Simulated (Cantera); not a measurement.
A Cantera script and its output.

```python
import numpy as np
import cantera as ct

gas = ct.Solution("gri30.yaml")
gas.TPX = 823, 41000, {'H2': 1.9, 'O2': 1, 'N2': 2.3, 'H2O': 0.31}
reactor = ct.IdealGasConstPressureReactor(gas, energy="off", clone=False)
net = ct.ReactorNet([reactor])
net.rtol, net.atol = 1e-08, 1e-18
show = ['H2', 'O2', 'O', 'NO', 'HO2', 'H2O2', 'H2O']
times = np.geomspace(3e-05, 30, 11)

steps = ct.SolutionArray(gas, extra=["t"])
rows = []
print(f"{'t/s':>10s}{'T/K':>9s}{'P/Pa':>11s}" + "".join(f"{s:>11s}" for s in show))
for t in times:
    while net.time < t:
        t_next = net.step()
        steps.append(gas.state, t=t_next)
    rows.append([np.interp(t, steps.t, y) for y in (steps.T, steps.P, *steps(*show).X.T)])
    print(f"{t:10.3e}{rows[-1][0]:9.1f}{rows[-1][1]:11.4g}" + "".join(f"{x:11.3e}" for x in rows[-1][2:]))
rate = np.gradient(steps.T, steps.t)
print("integrator steps:", len(steps.t))
if steps.T.max() > steps.T[0] + 200:
    print(f"time of steepest temperature rise: {steps.t[rate.argmax()]:.4e} s")
gas.TPX = 823, 41000, {'H2': 1.9, 'O2': 1, 'N2': 2.3, 'H2O': 0.31}
gas.equilibrate("TP")
print(f"equilibrium (TP): T = {gas.T:.1f} K  " + "  ".join(f"{s} {gas[s].X[0]:.3e}" for s in show))
```

Result:

```
       t/s      T/K       P/Pa         H2         O2          O         NO        HO2       H2O2        H2O
 3.000e-05    823.0    4.1e+04  3.448e-01  1.815e-01  4.622e-14  1.290e-29  2.490e-12  2.716e-16  5.626e-02
 1.194e-04    823.0    4.1e+04  3.448e-01  1.815e-01  7.667e-14  2.474e-28  1.297e-11  5.755e-15  5.626e-02
 4.755e-04    823.0    4.1e+04  3.448e-01  1.815e-01  7.810e-14  1.562e-27  5.669e-11  1.058e-13  5.626e-02
 1.893e-03    823.0    4.1e+04  3.448e-01  1.815e-01  8.023e-14  7.034e-27  2.313e-10  1.763e-12  5.626e-02
 7.536e-03    823.0    4.1e+04  3.448e-01  1.815e-01  8.883e-14  3.175e-26  9.342e-10  2.836e-11  5.626e-02
 3.000e-02    823.0    4.1e+04  3.448e-01  1.815e-01  1.253e-13  1.873e-25  3.866e-09  4.591e-10  5.626e-02
 1.194e-01    823.0    4.1e+04  3.448e-01  1.815e-01  3.132e-13  2.663e-24  1.824e-08  7.997e-09  5.626e-02
 4.755e-01    823.0    4.1e+04  3.448e-01  1.815e-01  2.589e-12  3.037e-22  1.741e-07  2.258e-07  5.626e-02
 1.893e+00    823.0    4.1e+04  3.448e-01  1.815e-01  5.218e-11  5.033e-20  2.001e-06  1.576e-05  5.628e-02
 7.536e+00    823.0    4.1e+04  3.428e-01  1.803e-01  9.138e-10  3.564e-17  9.837e-06  4.571e-04  5.841e-02
 3.000e+01    823.0    4.1e+04  2.995e-01  1.585e-01  1.777e-09  2.767e-15  1.510e-05  1.094e-03  1.117e-01
integrator steps: 476
equilibrium (TP): T = 823.0 K  H2 1.062e-12  O2 1.096e-02  O 3.787e-14  NO 5.409e-07  HO2 5.754e-12  H2O2 5.879e-12  H2O 4.846e-01
```

Detailed kinetics in Cantera: GRI-Mech 3.0 (53 species, 325 reactions). Below about 950 K walls govern HO2 and H2O2 in real vessels. The temperature is held fixed by assumption; the heat of reaction is taken as removed at once.
